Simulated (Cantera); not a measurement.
NO annealing gas

An isothermal, constant-pressure homogeneous reactor starts with NO : N2 = 1 : 11 (molar parts), at 1950 K and 0.0550 bar.

Computed with Cantera and GRI-Mech 3.0 (53 species, 325 reactions).

| t (s) | x NO | x O2 | x NO2 | x N2 | x N2O | x O |
|---|---|---|---|---|---|---|
| 1.00e-6 | 0.0833 | <1e-12 | <1e-12 | 0.917 | 3.06e-10 | 3.06e-10 |
| 3.46e-6 | 0.0833 | <1e-12 | <1e-12 | 0.917 | 1.06e-9 | 1.06e-9 |
| 1.19e-5 | 0.0833 | <1e-12 | <1e-12 | 0.917 | 3.65e-9 | 3.65e-9 |
| 4.12e-5 | 0.0833 | 1.41e-12 | 6.03e-12 | 0.917 | 1.26e-8 | 1.26e-8 |
| 0.000143 | 0.0833 | 1.69e-11 | 7.11e-11 | 0.917 | 4.33e-8 | 4.38e-8 |
| 0.000492 | 0.0833 | 2.04e-10 | 8.01e-10 | 0.917 | 1.47e-7 | 1.53e-7 |
| 0.00170 | 0.0833 | 2.50e-9 | 8.03e-9 | 0.917 | 4.80e-7 | 5.53e-7 |
| 0.00588 | 0.0833 | 3.30e-8 | 6.13e-8 | 0.917 | 1.37e-6 | 2.16e-6 |
| 0.0203 | 0.0833 | 5.01e-7 | 3.39e-7 | 0.917 | 2.71e-6 | 9.30e-6 |
| 0.0702 | 0.0833 | 8.15e-6 | 1.31e-6 | 0.917 | 3.10e-6 | 3.51e-5 |
| 0.242 | 0.0831 | 9.57e-5 | 2.61e-6 | 0.917 | 3.02e-6 | 7.41e-5 |
| 0.838 | 0.0822 | 0.000529 | 3.12e-6 | 0.917 | 2.94e-6 | 8.85e-5 |
| 2.89 | 0.0788 | 0.00220 | 4.20e-6 | 0.919 | 2.66e-6 | 0.000119 |
| 10.0 | 0.0651 | 0.00899 | 6.10e-6 | 0.926 | 1.76e-6 | 0.000198 |
x: mole fraction; the columns are a selection and need not sum to one.

Equilibrium at this temperature and pressure: NO 0.00321, O2 0.0399, NO2 6.15e-7, N2 0.957, N2O 4.68e-8, O 0.000387 (gas phase only).
